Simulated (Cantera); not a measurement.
An isothermal, constant-pressure homogeneous reactor starts with NH3 : H2 = 1 : 2 (molar parts), at 2275 K and 100.0 Torr.

Detailed kinetics in Cantera: the gas-phase N/H chemistry of the illustrative SiF4/NH3 mechanism in the Surface Chemkin manual (1991). Walls and surfaces, which speed up NH3 decomposition in real reactors, are not modelled.

x: mole fraction; the columns are a selection and need not sum to one.

| t (s) | x NH3 | x H2 | x N2H4 | x N2 | x N |
|---|---|---|---|---|---|
| 4.00e-5 | 0.333 | 0.667 | 8.99e-10 | 1.63e-7 | 2.81e-8 |
| 9.47e-5 | 0.332 | 0.666 | 4.81e-9 | 8.35e-6 | 3.61e-7 |
| 0.000224 | 0.331 | 0.667 | 1.93e-8 | 0.000221 | 2.82e-6 |
| 0.000532 | 0.326 | 0.669 | 3.07e-8 | 0.00190 | 5.68e-6 |
| 0.00126 | 0.313 | 0.677 | 2.96e-8 | ___ | 5.86e-6 |
| 0.00298 | 0.286 | 0.694 | 2.62e-8 | 0.0168 | 5.93e-6 |
| 0.00706 | 0.232 | 0.728 | 1.98e-8 | 0.0372 | 6.06e-6 |
| 0.0167 | ___ | 0.782 | ___ | ___ | 6.31e-6 |
| 0.0396 | 0.0508 | 0.840 | 2.63e-9 | 0.105 | 6.78e-6 |
| 0.0939 | 0.00236 | 0.865 | 5.04e-11 | 0.124 | 8.76e-6 |
| 0.222 | 1.71e-5 | 0.855 | <1e-12 | 0.124 | 9.40e-7 |
| 0.527 | 3.53e-6 | 0.855 | <1e-12 | 0.124 | 2.01e-7 |
| 1.25 | 1.28e-6 | 0.855 | <1e-12 | 0.124 | 7.29e-8 |
| 2.96 | 6.39e-7 | 0.855 | <1e-12 | 0.124 | 3.64e-8 |
| 7.00 | 5.06e-7 | 0.855 | <1e-12 | 0.124 | 2.87e-8 |

Some entries are withheld; supply them.


- 0.00126, x N2: 0.00658
- 0.0167, x NH3: 0.145
- 0.0167, x N2H4: 1.05e-8
- 0.0167, x N2: 0.0699
